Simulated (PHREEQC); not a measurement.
Make-up at 30 °C: 0.22 mol/kgw HF and 0.025 mol/kgw NH4HF2. Closed to the air; pH follows from the charge balance.

Equilibrium calculation in PHREEQC: ion-association model, phreeqc.dat.

```json
[
 {"quantity": "pH", "before": "2.06", "after": "2.54"},
 {"quantity": "ionic strength (mol/kgw)", "before": "0.0349", "after": "0.242"},
 {"quantity": "F- (mol/kgw)", "before": "0.0187", "after": "0.106"},
 {"quantity": "HF2- (mol/kgw)", "before": "0.0163", "after": "0.136"}
]
```

### Question
Which change was made?
A) NH4HF2 from 0.025 to 0.005 mol/kgw
B) 0.22 mol/kgw NaHF2 added
C) NH4HF2 left out
D) temperature from 30 to 10 °C
E) diluted 2-fold with water

### Answer
B, 0.22 mol/kgw NaHF2 added

This is a speciation only: nothing precipitates in the calculation.
